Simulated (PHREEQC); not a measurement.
Dissolve 0.0014 mol/kgw LiOH, 0.0064 mol/kgw H3BO3 and 0.0024 mol/kgw Na2CO3 at 25 °C. Closed to the air; pH follows from the charge balance.

The numbers come from PHREEQC with the ion-association model, phreeqc.dat.

```
quantity           before    after
----------------  -------  -------
pH                   9.29     8.99
H2BO3- (mol/kgw)  0.00352  0.00365
H3BO3 (mol/kgw)   0.00288  0.00595
```

Which change was made?
(A) temperature from 25 to 20 °C
(B) temperature from 25 to 10 °C
(C) Na2CO3 replaced by NaHSO4 at the same molality
(D) H3BO3 from 0.0064 to 0.00064 mol/kgw
(E) H3BO3 from 0.0064 to 0.0096 mol/kgw

E, H3BO3 from 0.0064 to 0.0096 mol/kgw

No solid was allowed to form.
